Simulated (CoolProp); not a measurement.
A Linde-Hampson liquefier for ethane: isothermal reversible compression at 320 K from 1 atm to 25 MPa, throttling to 1 atm, return gas leaving the recuperator 10 K below the feed. Each further row changes one setting.

Computed with CoolProp (reference Helmholtz-energy equation of state, Bücker 2006).

| case | liquid yield per pass | compression work (kJ/kg of gas) |
|---|---|---|
| as stated | 0.453 | 378 |
| high pressure 50 MPa | … | … |
| warm-end temperature 350 K | 0.374 | … |
| warm-end gap 15 K | 0.446 | 378 |

Q: Some entries are withheld; supply them.

A: 
- high pressure 50 MPa, liquid yield per pass: 0.436
- high pressure 50 MPa, compression work (kJ/kg of gas): 436
- warm-end temperature 350 K, compression work (kJ/kg of gas): 443
